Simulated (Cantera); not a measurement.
A perfectly stirred reactor is fed with CH₄ : C₂H₆ : C₃H₈ : O₂ : N₂ = 1 : 0.15 : 0.21 : 2.1 : 7.91 (molar parts), at 3.10 bar; it is adiabatic with a 400 K inlet, and is followed from long to short residence time, starting on the burning branch (τ in s: 0.027, 0.014, 0.0075, 0.0039, 0.0021, 0.0011, 0.00058, 0.0003, 0.00016, 8.4e-05, 4.4e-05, 2.3e-05).

Model: GRI-Mech 3.0 (53 species, 325 reactions), integrated in Cantera. GRI-Mech 3.0 was tuned for natural gas; its chemistry of propane as a main component is partial and can be far from experiment.

Task: What does this change do: inlet temperature 400 to 325 K?

Result: 
```tsv
quantity	before	after
blow-out, bracketed by the residence times tried	burning at 0.580 ms, out at 0.300 ms	burning at 1.10 ms, out at 0.580 ms
x(CH₄) at τ = 27.0 ms	0.00633	0.00787
x(C₂H₆) at τ = 27.0 ms	9.50e-6	1.61e-5
x(C₃H₈) at τ = 27.0 ms	1.12e-6	1.59e-6
x(H₂) at τ = 27.0 ms	0.0819	0.0764
x(CH₃) at τ = 27.0 ms	0.000284	0.000284
x(CH₄) at τ = 0.580 ms	0.0189	0.0880
x(C₂H₆) at τ = 0.580 ms	0.000714	0.0132
x(C₃H₈) at τ = 0.580 ms	0.000147	0.0185
x(H₂) at τ = 0.580 ms	0.0587	<1e-12
x(CH₃) at τ = 0.580 ms	0.00104	<1e-12
```

Task: What does this change do: C3H8 0.21 to 0.13 parts?

Result: 
```tsv
quantity	before	after
blow-out, bracketed by the residence times tried	burning at 0.580 ms, out at 0.300 ms	burning at 0.580 ms, out at 0.300 ms
x(CH₄) at τ = 27.0 ms	0.00633	0.00213
x(C₂H₆) at τ = 27.0 ms	9.50e-6	1.86e-6
x(C₃H₈) at τ = 27.0 ms	1.12e-6	3.49e-7
x(H₂) at τ = 27.0 ms	0.0819	0.0693
x(CH₃) at τ = 27.0 ms	0.000284	0.000203
x(CH₄) at τ = 0.580 ms	0.0189	0.00646
x(C₂H₆) at τ = 0.580 ms	0.000714	8.68e-5
x(C₃H₈) at τ = 0.580 ms	0.000147	1.57e-5
x(H₂) at τ = 0.580 ms	0.0587	0.0538
x(CH₃) at τ = 0.580 ms	0.00104	0.00121
```
